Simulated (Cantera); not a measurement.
What does this Cantera script print?

```python
import numpy as np
import cantera as ct

gas_names = """
    C CO CO2 C2 C2O C3 C3O2 C4 C5 Cu CuO Cu2 O O2 O3
""".split()
cond_names = """
    C(gr) Cu(cr) Cu(L) CuO(s) Cu2O(s) Cu2O(L)
""".split()


def load(file, names, dense=False):
    # The tables refer to 1 bar. Condensed volumes are neglected.
    table = {s.name: s for s in ct.Species.list_from_file(file)}
    out = []
    for n in names:
        d = dict(table[n].input_data)
        d["thermo"] = dict(d["thermo"], **{"reference-pressure": 1e5})
        if dense:
            d["equation-of-state"] = {"model": "constant-volume", "density": "1e6 g/cm^3"}
        out.append(ct.Species.from_dict(d))
    return out


gas = ct.Solution(thermo="ideal-gas", species=load("nasa_gas.yaml", gas_names))
cond = {s.name: ct.Solution(thermo="fixed-stoichiometry", species=[s], name=s.name)
        for s in load("nasa_condensed.yaml", cond_names, dense=True)}
atoms = {
    'Cu': {'Cu': 1},
    'CO2': {'C': 1, 'O': 2},
    'CO': {'C': 1, 'O': 1},
}
top_T = {'C(gr)': 4500, 'CuO(s)': 1390}  # K; cautious upper limits of use, not melting points


def equilibrate(T, P, feed):
    n = {}
    for name, mol in feed.items():
        for a, k in atoms[name].items():
            n[a] = n.get(a, 0.0) + k * mol
    gas.TPX = T, P, n
    mass = sum(n.values()) * gas.mean_molecular_weight
    gas.equilibrate("TP")
    valid = [c for c in cond.values() if c.min_temp <= T <= top_T.get(c.name, c.max_temp)]
    mix = ct.Mixture([(gas, mass / gas.mean_molecular_weight)] + [(c, 0.0) for c in valid])
    mix.T, mix.P = T, P
    mix.equilibrate("TP", solver="vcs", rtol=1e-11, max_steps=5000)
    return mix


results = []
feed = {'Cu': 1, 'CO2': 1.9, 'CO': 3.5}  # mol
P = 250  # Pa
for T in [798, 898, 998, 1098, 1198, 1298, 1398, 1498, 1598, 1698]:
    mix = equilibrate(T, P, feed)
    results.append((T, P, feed, dict(zip(mix.species_names, mix.species_moles))))

top = {s: max(r[3][s] / sum(r[3][g] for g in gas_names) for r in results) for s in gas_names}
cols = sorted((s for s in top if top[s] > 1e-05), key=lambda s: -top[s])[:7]
seen = [c for c in cond_names if any(r[3].get(c, 0) > 1e-12 for r in results)]
print("log10 of partial pressures in bar; condensed amounts in mol")
print(f"{'T/K':>10s}" + "".join(f"{s[:9]:>10s}" for s in cols + seen))
for T, P, feed, n in results:
    ng = sum(n[g] for g in gas_names)
    print(f"{T:10.4g}" + "".join(f"{np.log10(max(n[s] / ng * P / 1e5, 1e-99)):10.3f}" for s in cols)
          + "".join(f"{n.get(c, 0):10.4g}" for c in seen))
```

It prints:

```
log10 of partial pressures in bar; condensed amounts in mol
       T/K        CO       CO2        Cu       Cu2    Cu(cr)     Cu(L)
       798    -2.790    -3.056   -15.226   -22.867         1         0
       898    -2.790    -3.056   -12.788   -19.389         1         0
       998    -2.790    -3.056   -10.842   -16.619         1         0
      1098    -2.790    -3.056    -9.254   -14.363         1         0
      1198    -2.790    -3.056    -7.935   -12.492         1         0
      1298    -2.790    -3.056    -6.822   -10.917    0.9997         0
      1398    -2.791    -3.056    -5.887    -9.603         0    0.9972
      1498    -2.792    -3.057    -5.100    -8.512         0    0.9828
      1598    -2.797    -3.062    -4.413    -7.564         0    0.9152
      1698    -2.818    -3.083    -3.810    -6.732         0    0.6428
```

Method: chemical equilibrium by Gibbs-energy minimisation in Cantera with the NASA 1993 tables (ideal gas, pure condensed phases).
